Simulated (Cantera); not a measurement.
An isothermal, constant-pressure homogeneous reactor starts with CH2O : O2 : N2 = 0.016 : 0.041 : 1 (molar parts), equivalence ratio 0.39, at 1550 K and 5.00 bar. Integrator tolerance rtol = 1e-08.

Detailed kinetics in Cantera: GRI-Mech 3.0 (53 species, 325 reactions).

What does this change do: temperature 1550 to 1225 K?


```
quantity                                            before                                      after
----------------  ----------------------------------------  -----------------------------------------
x(CH2O) at 100 s     <1e-12 (gas-phase equilibrium <1e-12)      <1e-12 (gas-phase equilibrium <1e-12)
x(O2) at 100 s       0.0236 (gas-phase equilibrium 0.0234)      0.0237 (gas-phase equilibrium 0.0236)
x(H2) at 100 s     1.60e-7 (gas-phase equilibrium 1.61e-7)  9.37e-10 (gas-phase equilibrium 9.38e-10)
x(CH2) at 100 s      <1e-12 (gas-phase equilibrium <1e-12)      <1e-12 (gas-phase equilibrium <1e-12)
x(NO) at 100 s    1.90e-5 (gas-phase equilibrium 0.000569)    7.22e-8 (gas-phase equilibrium 8.71e-5)
x(C2H2) at 100 s     <1e-12 (gas-phase equilibrium <1e-12)      <1e-12 (gas-phase equilibrium <1e-12)
```

What does this change do: O2 0.041 to 0.088 parts?


```json
[
 {"quantity": "x(CH2O) at 100 s", "before": "<1e-12 (gas-phase equilibrium <1e-12)", "after": "<1e-12 (gas-phase equilibrium <1e-12)"},
 {"quantity": "x(O2) at 100 s", "before": "0.0236 (gas-phase equilibrium 0.0234)", "after": "0.0652 (gas-phase equilibrium 0.0647)"},
 {"quantity": "x(H2) at 100 s", "before": "1.60e-7 (gas-phase equilibrium 1.61e-7)", "after": "9.23e-8 (gas-phase equilibrium 9.26e-8)"},
 {"quantity": "x(CH2) at 100 s", "before": "<1e-12 (gas-phase equilibrium <1e-12)", "after": "<1e-12 (gas-phase equilibrium <1e-12)"},
 {"quantity": "x(NO) at 100 s", "before": "1.90e-5 (gas-phase equilibrium 0.000569)", "after": "3.22e-5 (gas-phase equilibrium 0.000927)"},
 {"quantity": "x(C2H2) at 100 s", "before": "<1e-12 (gas-phase equilibrium <1e-12)", "after": "<1e-12 (gas-phase equilibrium <1e-12)"}
]
```
